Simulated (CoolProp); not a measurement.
Aqueous sodium chloride as a coolant, at 1 °C, 1 atm.

The numbers come from the Melinder's fits for secondary coolants in CoolProp.

```json
[
 {"mass %": "5.9", "freezing point (°C)": "-3.6", "Prandtl number": "12.8", "conductivity (W/(m K))": "0.560", "cp (kJ/(kg K))": "3.868", "density (kg/m³)": "1045"},
 {"mass %": "8.8", "freezing point (°C)": "-5.7", "Prandtl number": "13.1", "conductivity (W/(m K))": "0.558", "cp (kJ/(kg K))": "3.738", "density (kg/m³)": "1067"},
 {"mass %": "11.6", "freezing point (°C)": "-7.8", "Prandtl number": "13.6", "conductivity (W/(m K))": "0.556", "cp (kJ/(kg K))": "3.631", "density (kg/m³)": "1089"},
 {"mass %": "14.4", "freezing point (°C)": "-10.3", "Prandtl number": "14.2", "conductivity (W/(m K))": "0.554", "cp (kJ/(kg K))": "3.539", "density (kg/m³)": "1111"},
 {"mass %": "17.3", "freezing point (°C)": "-13.3", "Prandtl number": "15.1", "conductivity (W/(m K))": "0.552", "cp (kJ/(kg K))": "3.455", "density (kg/m³)": "1134"},
 {"mass %": "20.1", "freezing point (°C)": "-16.6", "Prandtl number": "16.1", "conductivity (W/(m K))": "0.549", "cp (kJ/(kg K))": "3.383", "density (kg/m³)": "1157"},
 {"mass %": "22.9", "freezing point (°C)": "-20.4", "Prandtl number": "17.5", "conductivity (W/(m K))": "0.546", "cp (kJ/(kg K))": "3.315", "density (kg/m³)": "1180"}
]
```
